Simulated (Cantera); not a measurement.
Charge: 1 mol SiH4, 0.56 mol C3H8, 650 mol H2, held at 827 °C and 0.00120 bar.

Method: chemical equilibrium by Gibbs-energy minimisation in Cantera with the NASA 1993 tables (ideal gas, pure condensed phases). Candidate condensed phases: C, C6H6, C7H8, C8H18, Si, SiC; 87 gas species. Equilibrium is a limit: real reactors are often held back by kinetics, nucleation or transport.

Base state: H2 1.000, CH4 4.31e-5 (mole fractions); condensed: C(graphite) + SiC(s).

Problem. What changes in the equilibrium state with this change: temperature from 827 °C to 1927 °C?

Solution. 
```
species            before    after
----------------  -------  -------
H2                  1.000    0.848
H                 7.46e-7    0.150
Si                  <1e-9  0.00132
C2H2 (acetylene)  1.33e-8  0.00111
SiC2                <1e-9  6.49e-5
SiH                 <1e-9  1.87e-5
CH4               4.31e-5  1.62e-7
C(graphite), mol    0.652        0
SiC(s), mol          1.00        0
```
